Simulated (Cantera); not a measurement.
A closed system holds: 1 mol B2O3, 0.3 mol O2, 190 mol N2, at 0.830 bar.

Cantera equilibrium calculation (NASA polynomials, part measured and part estimated; ideal gas, pure solids and liquids). Candidate condensed phases: B, BN, B2O3; 17 gas species. Rates play no part.

Q: What share of the B ends up in condensed phases as a function of T (K), at 1398, 1473, 1548, 1623, 1698, 1773, 1848, 1923, 1998, 2073, 2148, 2223?

A: 
```tsv
T (K)	B condensed (%)	as
1398	99.9	B2O3(l)
1473	99.7	B2O3(l)
1548	98.7	B2O3(l)
1623	94.8	B2O3(l)
1698	82.1	B2O3(l)
1773	44.9	B2O3(l)
1848	0.0	-
1923	0.0	-
1998	0.0	-
2073	0.0	-
2148	0.0	-
2223	0.0	-
```
